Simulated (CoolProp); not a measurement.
A closed Brayton cycle with nitrogen: compressor inlet 313.15 K and 5.3 MPa, high pressure 15.5 MPa, turbine inlet 755 K, compressor efficiency 0.8, turbine efficiency 0.85, recuperator effectiveness 0.8 (on enthalpy, no pinch check). Each further row changes one setting.

The numbers come from the reference Helmholtz-energy equation of state, Span 2000 in CoolProp.

```tsv
case	thermal efficiency (%)	net work (kJ/kg)	compressor to turbine work	compressor exit (K)	turbine exit (K)
as stated	15.4	33.6	0.82	454.9	592.0
turbine inlet 705 K	10.8	21.2	0.88	454.9	551.3
compressor inlet 323.15 K	13.3	28.5	0.85	469.3	592.0
high pressure 13.2 MPa	17.3	35.1	0.78	430.8	613.8
recuperator effectiveness 0.5	12.8	33.6	0.82	454.9	592.0
```
